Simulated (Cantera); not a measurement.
A perfectly stirred reactor is fed with 0.376 % CH3OH, 3.28 % O2, 96.3 % N2, at 9.87 atm; it is held at 1598 K, and followed from long to short residence time.

Model: GRI-Mech 3.0 (53 species, 325 reactions), integrated in Cantera. GRI-Mech 3.0 was tuned for natural gas; its chemistry of methanol as a main component is partial and can be far from experiment.

x: mole fraction; the columns are a selection and need not sum to one.

```
τ (s)      x CH3OH    x O2     x HCO  x C2H4       x CH3      x CH2O
------  ----------  ------  --------  ------  ----------  ----------
20         9.15e-9  0.0271  2.68e-12  <1e-12    7.10e-11     5.79e-9
8.0        2.17e-8  0.0271  6.70e-12  <1e-12    1.61e-10     1.37e-8
3.2        4.90e-8  0.0271  1.68e-11  <1e-12    3.33e-10     3.12e-8
1.3     (withheld)  0.0271  4.15e-11  <1e-12    6.14e-10  (withheld)
0.51       2.14e-7  0.0271  1.06e-10  <1e-12     1.05e-9     1.39e-7
0.20    (withheld)  0.0271  2.71e-10  <1e-12  (withheld)  (withheld)
0.082      8.18e-7  0.0271  6.62e-10  <1e-12     2.49e-9     5.48e-7
0.033      1.55e-6  0.0271   1.65e-9  <1e-12     3.67e-9     1.07e-6
0.013      2.96e-6  0.0271   4.18e-9  <1e-12     5.46e-9     2.09e-6
0.0052     5.51e-6  0.0272   1.04e-8  <1e-12     8.39e-9     4.02e-6
```

Question: What belongs in the gaps?

Answer: 
- 1.3, x CH3OH: 1.04e-7
- 1.3, x CH2O: 6.64e-8
- 0.20, x CH3OH: 4.30e-7
- 0.20, x CH3: 1.67e-9
- 0.20, x CH2O: 2.83e-7
